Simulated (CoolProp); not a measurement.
Vapour-liquid equilibrium of n-pentane (1) + toluene (2) at 533 kPa; x and y are mole fractions of (1).

The numbers come from the multi-fluid Helmholtz-energy mixture model, Thol 2019 and Lemmon 2006; pair parameters Bell 2016 in CoolProp.

**Question.** Give the bubble temperature and the first vapour's composition at x = 0.55, 0.65, 0.75. Is there an azeotrope?

**Answer.** x = 0.55: 389.3 K, y = 0.867; x = 0.65: 383.8 K, y = 0.905; x = 0.75: 379.0 K, y = 0.937. No azeotrope shows between x = 0.05 and 0.95.

The pair parameters rest on a limited set of measurements; away from them the model extrapolates.
